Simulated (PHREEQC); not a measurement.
Make-up at 20 °C: 0.065 mol/kgw H2SO4, 0.00065 mol/kgw ZnSO4 and 0.0021 mol/kgw MnSO4. Closed to the air; pH follows from the charge balance.

The numbers come from PHREEQC with the ion-association model, wateq4f.dat.

```
quantity                    before     after
------------------------  --------  --------
pH                            1.18      1.25
ionic strength (mol/kgw)     0.104    0.0821
HSO4- (mol/kgw)             0.0492    0.0605
SO4-2 (mol/kgw)             0.0177   0.00652
Mn+2 (mol/kgw)             0.00149   0.00154
MnSO4 (mol/kgw)           0.000612  0.000561
```

### Question
What was changed between the two runs?
A. H2SO4 left out
B. ZnSO4 replaced by Ag2SO4 at the same molality
C. ZnSO4 left out
D. temperature from 20 to 75 °C
E. H2SO4 replaced by Na2SO4 at the same molality

### Answer
D, temperature from 20 to 75 °C

Precipitation was switched off in this run. Away from 25 °C the constants follow the database's enthalpies or fits; those with neither stay at their 25 °C values.
